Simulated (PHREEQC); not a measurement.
Make-up at 45 °C: 1.3 mol/kgw CaCl2, 0.0078 mol/kgw H3BO3 and 0.00019 mol/kgw H4SiO4. Closed to the air; pH follows from the charge balance.

Computed with PHREEQC (Pitzer model, pitzer.dat).

Q: The ionic strength comes out as 3.90 mol/kgw. What activity coefficients do Ca+2, B(OH)4-, Cl-, CaB(OH)4+, H+ get?

A: Ca+2 0.41, B(OH)4- 0.11, Cl- 0.59, CaB(OH)4+ 0.87, H+ 1.7. Single-ion values are on the MacInnes scale.

Precipitation was switched off in this run. Complexes and solids missing from the database can't appear. In brines, pH and single-ion activities rest on the MacInnes convention. Constants without temperature data keep their 25 °C values here.
